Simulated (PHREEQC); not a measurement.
Make-up at 20 °C: 0.0078 mol/kgw HCl, 0.00083 mol/kgw Li2SO4 and 0.00097 mol/kgw Na2SO4. Closed to the air; pH follows from the charge balance.

Equilibrium calculation in PHREEQC: ion-association model, wateq4f.dat.

Each row changes one thing in this solution. This is a speciation only: nothing precipitates in the calculation.

| case | pH | ionic strength (mol/kgw) | SO4-2 (mol/kgw) |
|---|---|---|---|
| as made | 2.18 | 0.0121 | 0.00126 |
| diluted 5-fold with water | 2.84 | 0.00257 | 0.000324 |
| 0.015 mol/kgw TMAH added | 11.96 | 0.0204 | 0.00178 |
| Na2SO4 left out | 2.16 | 0.00977 | 0.000571 |
| temperature from 20 to 30 °C | 2.19 | 0.0120 | 0.00118 |
| HCl from 0.0078 to 0.00702 mol/kgw | 2.23 | 0.0114 | 0.00130 |
| Na2SO4 from 0.00097 to 0.00485 mol/kgw | 2.24 | 0.0218 | 0.00418 |
| 0.0043 mol/kgw CsOH added | 2.53 | 0.0126 | 0.00151 |
| Li2SO4 replaced by FeSO4 at the same molality | 2.18 | 0.0127 | 0.00122 |

(CH3)4N+ isn't in the database: it is added as a free cation with an ion size of 4 Å.
